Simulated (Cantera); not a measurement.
Feed: 1 mol V₂O₅, 26 mol H₂, held at 0.00530 bar.

Equilibrium computed with Cantera from the NASA thermochemical tables; the gas is ideal and each condensed phase is pure. Candidate condensed phases: H₂O, V, VO, V₂O₃, V₂O₄, V₂O₅; 12 gas species. Condensed phases not in the tables: the oxides between V₂O₃ and V₂O₅ other than VO₂. Kinetics and transport are ignored. All values below are at 2123 K.

Base state: H₂ 0.868, H₂O 0.0642, H 0.0459, VO₂ 0.0195, VO 0.00164, OH 0.000420, O 1.57e-5, V 1.49e-5 (mole fractions); condensed: V₂O₃(s).

Problem. What changes in the equilibrium state with this change: pressure from 0.00530 bar to 0.0100 bar?

Solution. 
```json
[
 {"species": "H₂", "before": "0.868", "after": "0.885"},
 {"species": "H₂O", "before": "0.0642", "after": "0.0695"},
 {"species": "H", "before": "0.0459", "after": "0.0337"},
 {"species": "VO₂", "before": "0.0195", "after": "0.0106"},
 {"species": "V", "before": "1.49e-5", "after": "7.19e-6"},
 {"species": "VO", "before": "0.00164", "after": "0.000845"},
 {"species": "V₂O₃(s), mol", "before": "0.713", "after": "0.846"}
]
```
